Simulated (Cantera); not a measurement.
A perfectly stirred reactor is fed with 2.81 % C3H8, 17.8 % O2, 67.0 % N2, 4.50 % H2O, 7.88 % H2, equivalence ratio 1.0, at 3750 Torr; it is adiabatic with a 348 K inlet, and is followed from long to short residence time, starting on the burning branch (τ in s: 0.45, 0.17, 0.065, 0.025, 0.0094, 0.0036, 0.0014, 0.00052, 0.0002, 7.5e-05, 2.9e-05, 1.1e-05).

Computed with Cantera and GRI-Mech 3.0 (53 species, 325 reactions). GRI-Mech 3.0 was tuned for natural gas; its chemistry of propane as a main component is partial and can be far from experiment.

x: mole fraction; the columns are a selection and need not sum to one.

| τ (s) | T (K) | x C3H8 | x O2 | x H2O | x HCO | x H2 | x CH2CO |
|---|---|---|---|---|---|---|---|
| 0.45 | 2285 | 9.34e-9 | 0.00254 | 0.232 | ? | 0.00407 | 1.37e-8 |
| 0.17 | 2285 | 2.45e-8 | 0.00267 | 0.232 | ? | 0.00412 | 3.58e-8 |
| 0.065 | 2282 | 6.27e-8 | 0.00294 | 0.232 | ? | 0.00424 | 9.08e-8 |
| 0.025 | 2276 | 1.57e-7 | 0.00344 | 0.231 | ? | 0.00454 | 2.22e-7 |
| 0.0094 | 2263 | 3.92e-7 | 0.00428 | 0.230 | ? | 0.00515 | 5.25e-7 |
| 0.0036 | 2242 | 9.28e-7 | 0.00553 | 0.228 | ? | 0.00612 | 1.14e-6 |
| 0.0014 | 2211 | 2.08e-6 | 0.00726 | 0.226 | ? | 0.00751 | 2.32e-6 |
| 0.00052 | 2166 | 4.64e-6 | 0.00968 | 0.222 | ? | 0.00946 | 4.70e-6 |
| 0.00020 | 2110 | 9.94e-6 | 0.0128 | 0.218 | ? | 0.0118 | 9.31e-6 |
| 7.5e-5 | 2034 | 2.24e-5 | 0.0171 | 0.212 | ? | 0.0147 | 1.96e-5 |
| 2.9e-5 | 1934 | 5.73e-5 | 0.0238 | 0.206 | ? | 0.0180 | 4.66e-5 |
| 1.1e-5 | 348 | 0.0281 | 0.178 | 0.0450 | <1e-12 | 0.0788 | <1e-12 |

Fill in the missing entries.


- 0.45, x HCO: 2.71e-9
- 0.17, x HCO: 3.99e-9
- 0.065, x HCO: 7.34e-9
- 0.025, x HCO: 1.60e-8
- 0.0094, x HCO: 3.91e-8
- 0.0036, x HCO: 9.86e-8
- 0.0014, x HCO: 2.51e-7
- 0.00052, x HCO: 6.79e-7
- 0.00020, x HCO: 1.79e-6
- 7.5e-5, x HCO: 4.84e-6
- 2.9e-5, x HCO: 1.28e-5
